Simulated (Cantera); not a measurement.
Input (Python, Cantera) and output of one run.

```python
import numpy as np
import cantera as ct

gas_names = """
    H2 OH NH3 H2O2 N H
""".split()
cond_names = """
    VN(s) V2O3(s) V2O3(L) V2O5(s) V2O5(L)
""".split()


# ... load() reads the species with a 1 bar reference pressure and builds the phases ...
species = {s.name: s for s in load("nasa_gas.yaml", gas_names) + load("nasa_condensed.yaml", cond_names)}
# Each term lists the table entries of one substance; the one whose range holds T is used.
reactions = {
    '3 H2(g) + 4 VN + 6 OH(g) = 4 NH3(g) + 2 V2O3':
        [(-3, ['H2']), (-4, ['VN(s)']), (-6, ['OH']), (4, ['NH3']), (2, ['V2O3(s)', 'V2O3(L)'])],
    '4 VN + 5 H2O2(g) = 4 N(g) + 2 V2O5 + 10 H(g)':
        [(-4, ['VN(s)']), (-5, ['H2O2']), (4, ['N']), (2, ['V2O5(s)', 'V2O5(L)']), (10, ['H'])],
}


def pick(names, T):
    return next(species[n] for n in names if species[n].thermo.min_temp <= T <= species[n].thermo.max_temp)


results = []
for label, terms in reactions.items():
    print(label)
    print("     T/K   dH/kJ  dS/(J/K)   dG/kJ   log10 K")
    for T in [675, 750, 825, 900, 975, 1050, 1125, 1200, 1275, 1350]:
        used = [(nu, pick(names, T)) for nu, names in terms]
        dH = sum(nu * s.thermo.h(T) for nu, s in used) / 1e6
        dS = sum(nu * s.thermo.s(T) for nu, s in used) / 1e3
        dG = dH - T * dS / 1e3
        logK = -dG * 1e6 / (ct.gas_constant * T * np.log(10))
        results.append((label, T, dH, dS, dG, logK, [s.name for _, s in used]))
        print(f"{T:8g} {dH:8.1f} {dS:8.1f} {dG:8.1f} {logK:8.2f}")
```

Output:

```
3 H2(g) + 4 VN + 6 OH(g) = 4 NH3(g) + 2 V2O3
     T/K   dH/kJ  dS/(J/K)   dG/kJ   log10 K
     675  -2002.9   -709.6  -1523.9   117.93
     750  -2003.7   -710.7  -1470.6   102.42
     825  -2004.0   -711.1  -1417.3    89.74
     900  -2003.9   -711.0  -1364.0    79.16
     975  -2003.4   -710.5  -1310.7    70.22
    1050  -2002.5   -709.6  -1257.4    62.55
    1125  -2001.3   -708.5  -1204.2    55.91
    1200  -1999.7   -707.2  -1151.2    50.11
    1275  -1997.9   -705.7  -1098.2    44.99
    1350  -1995.8   -704.0  -1045.3    40.44
4 VN + 5 H2O2(g) = 4 N(g) + 2 V2O5 + 10 H(g)
     T/K   dH/kJ  dS/(J/K)   dG/kJ   log10 K
     675   2586.8    847.3   2014.9  -155.92
     750   2598.5    863.7   1950.8  -135.86
     825   2609.7    877.9   1885.4  -119.37
     900   2620.4    890.3   1819.1  -105.58
     975   2760.3   1038.7   1747.5   -93.62
    1050   2771.1   1049.4   1669.2   -83.04
    1125   2781.2   1058.7   1590.2   -73.83
    1200   2790.6   1066.8   1510.5   -65.75
    1275   2799.4   1073.9   1430.2   -58.59
    1350   2807.5   1080.1   1349.4   -52.21
```

Cantera with NASA thermochemical tables; ideal gases at 1 bar, condensed phases pure. VN: taken at fixed stoichiometry. Condensed species are held in their standard states even where they would react or evaporate.
